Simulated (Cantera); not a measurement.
Input: 1 mol AlCl3, 2 mol N2O, 380 mol N2, equilibrated at 100 Torr.

Cantera equilibrium calculation (NASA polynomials, part measured and part estimated; ideal gas, pure solids and liquids). Candidate condensed phases: Al, AlCl3, AlN, Al2O3; 24 gas species. Rates play no part. All values below are at 1550 K.

Base state: N2 0.992, Cl 0.00620, Cl2 0.000783, O2 0.000607, NO 9.35e-5 (mole fractions); condensed: Al2O3(s).

**Question.** What changes in the equilibrium state with this change: N2O from 2 to 46 mol?

**Answer.** 
```tsv
species	before	after
N2	0.992	0.944
O2	0.000607	0.0489
Cl	0.00620	0.00544
NO	9.35e-5	0.000819
ClO	1.29e-6	1.02e-5
Cl2	0.000783	0.000602
Al2O3(s), mol	0.499	0.500
```
